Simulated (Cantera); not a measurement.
Feed: 1 mol HMDSO, 2.7 mol O₂, held at 0.100 bar.

These are equilibrium values from Cantera (NASA tables, ideal gas, pure condensed phases), not measurements of a reactor. Candidate condensed phases: C, C₆H₆, C₇H₈, C₈H₁₈, H₂O, Si, SiC, SiO₂; 123 gas species. The feed counts by its element totals alone. The tables hold silica as quartz up to 1696 K and as liquid above; real silica turns to tridymite and cristobalite and melts near 1996 K. The numbers say what is thermodynamically allowed, not how fast it happens. All values below are at 1298 K.

Base state: H₂ 0.789, CO 0.210, CH₄ 0.000496, H₂O 0.000154, CO₂ 2.35e-5 (mole fractions); condensed: C(graphite) + SiO₂(β-quartz).

Question: What changes in the equilibrium state with this change: O₂ from 2.7 to 0.16 mol?

Answer: 
```tsv
species	before	after
H₂	0.789	0.994
CO	0.210	0.00534
CH₄	0.000496	0.000787
CO₂	2.35e-5	1.51e-8
H₂O	0.000154	4.93e-6
C(graphite), mol	3.60	4.58
SiO₂(β-quartz), mol	2.00	0.636
SiC(s), mol	0	1.36
```
Mutual solubility and eutectic melting of coexisting phases are not modelled.

Question: What changes in the equilibrium state with this change: pressure from 0.100 bar to 0.00133 bar?

Answer: 
```
species                before     after
-------------------  --------  --------
H₂                      0.789     0.652
CO                      0.210     0.348
SiO                   9.95e-8  0.000308
CH₄                  0.000496   4.11e-6
H₂O                  0.000154   3.09e-6
CO₂                   2.35e-5   9.38e-7
H                     3.01e-6   2.37e-5
C(graphite), mol         3.60         0
SiO₂(β-quartz), mol      2.00     0.797
SiC(s), mol                 0      1.20
```
Mutual solubility and eutectic melting of coexisting phases are not modelled.
